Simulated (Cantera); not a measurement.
Tantalum, niobium, vanadium and zirconium in process gases: Zr + O2 + H2

Feed: 1 mol Zr, 0.071 mol O2, 71 mol H2, at 1848.15 K and 0.0428 Torr.

Equilibrium computed with Cantera from the NASA thermochemical tables; the gas is ideal and each condensed phase is pure. Candidate condensed phases: H2O, Zr, ZrO2; 12 gas species. Mutual solubility and eutectic melting of coexisting phases are not modelled. Condensed phases not in the tables: N, O or C dissolved in the metal. Kinetics and transport are ignored.

The x(H2) is 0.932, the x(H) is 0.0679 and the x(ZrO) is 4.37e-5. The x(Zr) comes out as 2.20e-6 and the n(Zr(β)) comes out as 0.927 mol. The n(ZrO2(tetragonal)) is 0.0694 mol. The gas amount is 73.50 mol.
